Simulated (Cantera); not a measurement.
What does this Cantera script print?

```python
import numpy as np
import cantera as ct

gas = ct.Solution("gri30.yaml")
gas.TPX = 1000, 44000, {'N2O': 1, 'H2': 0.011, 'N2': 0.85}
inlet = ct.Reservoir(gas, clone=True)

reactor = ct.IdealGasConstPressureReactor(gas, energy="off", clone=False)
exhaust = ct.Reservoir(gas, clone=True)
tau = [24, 11, 4.7, 2, 0.9, 0.39, 0.17, 0.076, 0.033, 0.015, 0.0064][0]
for a, b in ((inlet, reactor), (reactor, exhaust)):
    ct.MassFlowController(a, b, mdot=lambda t: reactor.mass / tau)
net = ct.ReactorNet([reactor])
show = ['N2O', 'H2', 'NO', 'HO2', 'O2', 'H', 'NO2']

rows = []
print(f"{'tau/s':>10s}{'T/K':>9s}" + "".join(f"{s:>11s}" for s in show))
for tau in [24, 11, 4.7, 2, 0.9, 0.39, 0.17, 0.076, 0.033, 0.015, 0.0064]:
    net.initial_time = 0.0
    net.advance(30 * tau)
    before = gas.X
    net.advance(40 * tau)
    drift = np.max(np.abs(gas.X - before) / (gas.X + 1e-9))
    rows.append([gas.T, *gas[show].X, drift])
    print(f"{tau:10.3e}{gas.T:9.1f}" + "".join(f"{x:11.3e}" for x in gas[show].X))
```

It prints:

```
     tau/s      T/K        N2O         H2         NO        HO2         O2          H        NO2
 2.400e+01   1000.0  4.904e-01  4.678e-05  1.185e-03  1.065e-08  1.558e-02  2.184e-09  4.931e-05
 1.100e+01   1000.0  5.118e-01  9.140e-05  5.829e-04  2.048e-08  7.480e-03  5.322e-09  2.945e-05
 4.700e+00   1000.0  5.230e-01  1.867e-04  2.595e-04  4.423e-08  3.269e-03  1.345e-08  1.499e-05
 2.000e+00   1000.0  5.281e-01  3.829e-04  1.136e-04  9.723e-08  1.404e-03  3.220e-08  7.027e-06
 9.000e-01   1000.0  5.305e-01  7.446e-04  5.318e-05  1.887e-07  6.336e-04  6.864e-08  3.219e-06
 3.900e-01   1000.0  5.321e-01  1.414e-03  2.552e-05  3.135e-07  2.740e-04  1.395e-07  1.305e-06
 1.700e-01   1000.0  5.335e-01  2.374e-03  1.396e-05  3.989e-07  1.185e-04  2.526e-07  5.057e-07
 7.600e-02   1000.0  5.347e-01  3.453e-03  8.722e-06  4.126e-07  5.220e-05  3.925e-07  2.085e-07
 3.300e-02   1000.0  5.359e-01  4.513e-03  5.452e-06  3.865e-07  2.202e-05  5.132e-07  9.004e-08
 1.500e-02   1000.0  5.367e-01  5.256e-03  3.176e-06  3.435e-07  9.464e-06  5.276e-07  4.114e-08
 6.400e-03   1000.0  5.371e-01  5.696e-03  1.408e-06  2.589e-07  3.662e-06  4.056e-07  1.313e-08
```

Detailed kinetics in Cantera: GRI-Mech 3.0 (53 species, 325 reactions). GRI-Mech 3.0 was tuned for natural gas; its chemistry of N2O as a main component is partial and can be far from experiment. The mechanism lacks the step 2 NO + O2 → 2 NO2, which can matter for NO2 below about 1400 K. The temperature is held fixed by assumption; the heat of reaction is taken as removed at once.
